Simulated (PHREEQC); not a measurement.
**Metal-bearing waste water: an equilibrium model**

Solution (25 °C): 0.22 mol FeCl3, 0.0091 mol H2SO4 and 0.00053 mol NaCl per kg of water. Closed to the air; pH follows from the charge balance.

All values are PHREEQC results (ion-association model, phreeqc.dat), not measurements.

Precipitation was switched off in this run.

Q: Predict the pH.

A: pH 1.70.

Q: In which forms is Cl present?

A: Cl- 68 %, FeCl+2 19 %, FeCl2+ 13 % of the Cl.

Examples of supersaturated solids here: Hematite (slow to form), Goethite (slow to form). Others may be too.
